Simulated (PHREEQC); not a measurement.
Make-up at 50 °C: 0.006 mol HCl and 0.071 mol FeCl3 per kg of water. Closed to the air; pH follows from the charge balance.

Equilibrium calculation in PHREEQC: ion-association model, phreeqc.dat.

Precipitation was switched off in this run.

Q: Order these Cl species by the share of Cl that they hold, largest first: Cl-, FeCl+2, FeCl2+.

A: Cl- (80 %), FeCl+2 (17 %), FeCl2+ (3.1 %)

Q: Order these Fe species by the share of Fe that they hold, largest first: FeCl+2, FeOH+2, Fe2(OH)2+4, Fe+3, FeCl2+.

A: FeCl+2 (53 %), Fe+3 (17 %), Fe2(OH)2+4 (15 %), FeOH+2 (9.6 %), FeCl2+ (4.7 %)

The pH is 1.73 and the ionic strength 0.289 mol/kgw. Examples of supersaturated solids here: Hematite (slow to form), Goethite (slow to form). Others may be too. At this temperature some constants are extrapolated from 25 °C, and those without enthalpy data are left unchanged.
